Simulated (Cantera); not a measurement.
Charge: 1 mol CH4, a varied amount of H2O, 1.2 mol H2, equilibrated at 2200 K and 70.0 mbar.

Cantera equilibrium calculation (NASA polynomials, part measured and part estimated; ideal gas, pure solids and liquids). Candidate condensed phases: C, C6H6, C7H8, C8H18, H2O; 110 gas species. The numbers say what is thermodynamically allowed, not how fast it happens.

**Question.** At 0.54 mol H2O, list the 5 most abundant gas species with their mole fractions, and the condensed phases.

**Answer.** H2 0.853, CO 0.125, H 0.0197, C2H2 (acetylene) 0.00219, CH4 1.34e-5. Condensed: C(graphite).
